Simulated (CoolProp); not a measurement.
The fluid at 333.26 K and 0.184 MPa flows at 2.1 m/s in a round tube of 100 mm bore and 15 µm roughness, fully developed (64/Re and Nu = 3.66 if laminar; Colebrook and Gnielinski if turbulent). The same conditions are run with several fluids, on thermodynamics alone (safety and materials aside).

Values from CoolProp's reference Helmholtz-energy equation of state of each fluid (R13: Platzer 1990; R404A: Lemmon 2003; R236FA: Pan 2012; c-C4F8 (RC318): Platzer 1990; C2F6 (R116): Lemmon 2006). The equations of Platzer and Polt are older, rougher fits. Blends and air are pseudo-pure fits.

```tsv
fluid	Reynolds number	Darcy friction factor	pressure drop (Pa/m)	heat-transfer coefficient (W/(m² K))	mass flow (kg/h)
R13	92600	0.0190	…	26.8	417
R404A	102000	0.0187	…	33.2	393
R236FA	180000	0.0170	3.95	47.7	624
c-C4F8 (RC318)	226000	0.0165	5.01	56.0	…
C2F6 (R116)	124000	0.0181	…	40.7	551
```

Problem. Some entries are withheld; supply them.

Solution. 
- R13, pressure drop (Pa/m): 2.94
- R404A, pressure drop (Pa/m): 2.73
- c-C4F8 (RC318), mass flow (kg/h): 820
- C2F6 (R116), pressure drop (Pa/m): 3.70

Transport values come from each fluid's own correlations; those of R13, R236FA, c-C4F8 (RC318), C2F6 (R116) are estimates that may be off by 10 % or more.
